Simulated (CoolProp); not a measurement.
Properties of normal hydrogen along the isotherm 57.9 K.

Computed with CoolProp (reference Helmholtz-energy equation of state, Leachman 2009).

```tsv
p (bar)	phase	Z	Joule-Thomson coefficient (K/MPa)	isothermal compressibility (1/MPa)	expansivity (1/kK)
3.24	gas	0.9839	3.745	3.137	18.23
6.48	gas	0.9679	3.668	1.594	19.25
9.72	gas	0.9520	3.578	1.080	20.32
13	supercritical	0.9362	3.472	0.8197	21.45
16.2	supercritical	0.9214	3.357	0.6667	22.58
19.4	supercritical	0.9071	3.232	0.5633	23.73
22.7	supercritical	0.8933	3.093	0.4861	24.90
25.9	supercritical	0.8807	2.951	0.4288	26.01
29.2	supercritical	0.8689	2.798	0.3817	27.10
32.4	supercritical	0.8585	2.646	0.3439	28.07
```
